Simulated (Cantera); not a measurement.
An adiabatic, constant-volume homogeneous reactor starts with CH₃OH : O₂ : N₂ = 1 : 3.85 : 14.5 (molar parts), equivalence ratio 0.39, at 1750 K and 7.80 bar.

Computed with Cantera and GRI-Mech 3.0 (53 species, 325 reactions). GRI-Mech 3.0 was tuned for natural gas; its chemistry of methanol as a main component is partial and can be far from experiment.

Predict: time of steepest temperature rise; temperature at 0.600 s; equilibrium temperature; x(O₂) at 0.600 s; x(CO) at 0.600 s; x(H) at 0.600 s.

time of steepest temperature rise: 7.12 µs
temperature at 0.600 s: 2677 K
equilibrium temperature: 2677 K
x(O₂) at 0.600 s: 0.105 (gas-phase equilibrium 0.105)
x(CO) at 0.600 s: 0.00361 (gas-phase equilibrium 0.00361)
x(H) at 0.600 s: 0.000493 (gas-phase equilibrium 0.000493)
